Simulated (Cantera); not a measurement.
A Cantera script and its output.

```python
import numpy as np
import cantera as ct

gas = ct.Solution("gri30.yaml")
gas.TPX = 700, 310000, {'CO': 1, 'H2': 0.16, 'O2': 1.23, 'N2': 4.64}
inlet = ct.Reservoir(gas, clone=True)
gas.equilibrate("HP")  # start burning
reactor = ct.IdealGasConstPressureReactor(gas, energy="on", clone=False)
exhaust = ct.Reservoir(gas, clone=True)
tau = [0.021, 0.013, 0.0086, 0.0055, 0.0035, 0.0022, 0.0014, 0.00091, 0.00058, 0.00037, 0.00024, 0.00015, 9.6e-05][0]
for a, b in ((inlet, reactor), (reactor, exhaust)):
    ct.MassFlowController(a, b, mdot=lambda t: reactor.mass / tau)
net = ct.ReactorNet([reactor])
show = ['CO', 'H2', 'O2', 'O', 'NO']

rows = []
print(f"{'tau/s':>10s}{'T/K':>9s}" + "".join(f"{s:>11s}" for s in show))
for tau in [0.021, 0.013, 0.0086, 0.0055, 0.0035, 0.0022, 0.0014, 0.00091, 0.00058, 0.00037, 0.00024, 0.00015, 9.6e-05]:
    net.initial_time = 0.0
    net.advance(30 * tau)
    before = gas.X
    net.advance(40 * tau)
    drift = np.max(np.abs(gas.X - before) / (gas.X + 1e-9))
    rows.append([gas.T, *gas[show].X, drift])
    print(f"{tau:10.3e}{gas.T:9.1f}" + "".join(f"{x:11.3e}" for x in gas[show].X))
```

Output:

```
     tau/s      T/K         CO         H2         O2          O         NO
 2.100e-02   1991.4  2.211e-03  6.144e-05  1.010e-01  5.372e-04  2.507e-04
 1.300e-02   1984.2  2.958e-03  8.133e-05  1.012e-01  7.135e-04  2.115e-04
 8.600e-03   1976.0  3.803e-03  1.037e-04  1.015e-01  9.145e-04  1.820e-04
 5.500e-03   1964.8  4.981e-03  1.347e-04  1.018e-01  1.196e-03  1.529e-04
 3.500e-03   1950.2  6.514e-03  1.747e-04  1.023e-01  1.563e-03  1.258e-04
 2.200e-03   1931.1  8.532e-03  2.265e-04  1.029e-01  2.043e-03  1.008e-04
 1.400e-03   1907.6  1.102e-02  2.888e-04  1.037e-01  2.626e-03  7.982e-05
 9.100e-04   1879.8  1.399e-02  3.605e-04  1.047e-01  3.295e-03  6.346e-05
 5.800e-04   1843.8  1.786e-02  4.493e-04  1.061e-01  4.106e-03  5.004e-05
 3.700e-04   1799.0  2.280e-02  5.528e-04  1.079e-01  4.994e-03  3.968e-05
 2.400e-04   1744.5  2.905e-02  6.687e-04  1.103e-01  5.830e-03  3.134e-05
 1.500e-04   1664.7  3.888e-02  8.252e-04  1.146e-01  6.440e-03  2.223e-05
 9.600e-05   1537.1  5.631e-02  1.113e-03  1.231e-01  5.824e-03  1.099e-05
```

Cantera simulation using GRI-Mech 3.0 (53 species, 325 reactions); the numbers are that mechanism's predictions, not measurements. The hydrogen kinetics of GRI-Mech 3.0 are dated; newer H2 mechanisms differ, most at raised pressure.
